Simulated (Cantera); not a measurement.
A closed system holds: 1 mol SiC, 0.0069 mol O2, 85 mol H2, held at 0.133 bar.

These are equilibrium values from Cantera (NASA tables, ideal gas, pure condensed phases), not measurements of a reactor. Candidate condensed phases: C, C6H6, C7H8, C8H18, H2O, Si, SiC, SiO2; 123 gas species. Mutual solubility and eutectic melting of coexisting phases are not modelled. The tables hold silica as quartz up to 1696 K and as liquid above; real silica turns to tridymite and cristobalite and melts near 1996 K. Gases not in the tables: Si2H6 and higher silanes. Equilibrium is a limit: real reactors are often held back by kinetics, nucleation or transport.

x: gas mole fraction; n: condensed amount in mol.

```tsv
T (K)	x H2	x H	x Si	x C2H2 (acetylene)	x CO	x SiH	n SiC(s)	n SiO2(β-quartz)
1298	1.000	2.93e-6	2.28e-11	[?]	3.10e-5	6.98e-11	0.994	0.00491
1398	1.000	1.30e-5	8.84e-10	[?]	7.15e-5	1.63e-9	0.992	0
1498	1.000	4.71e-5	1.34e-8	[?]	7.41e-5	1.59e-8	0.993	0
1598	1.000	0.000146	1.45e-7	[?]	7.61e-5	1.16e-7	0.993	0
1698	0.999	0.000396	1.17e-6	[?]	7.88e-5	6.63e-7	0.992	0
1798	0.999	0.000964	7.04e-6	[?]	8.55e-5	2.95e-6	0.992	0
1898	0.998	0.00214	3.05e-5	[?]	0.000102	9.72e-6	0.990	0
1998	0.995	0.00438	9.51e-5	[?]	0.000127	2.36e-5	0.984	0
2098	0.991	0.00839	0.000262	[?]	0.000142	5.20e-5	0.965	0
2198	0.983	0.0151	0.000722	[?]	0.000148	0.000116	0.912	0
```

Problem. Complete the blanks.

Solution. 
- 1298, x C2H2 (acetylene): 8.56e-10
- 1398, x C2H2 (acetylene): 2.42e-9
- 1498, x C2H2 (acetylene): 1.44e-8
- 1598, x C2H2 (acetylene): 6.86e-8
- 1698, x C2H2 (acetylene): 2.77e-7
- 1798, x C2H2 (acetylene): 1.06e-6
- 1898, x C2H2 (acetylene): 4.63e-6
- 1998, x C2H2 (acetylene): 2.52e-5
- 2098, x C2H2 (acetylene): 0.000118
- 2198, x C2H2 (acetylene): 0.000400
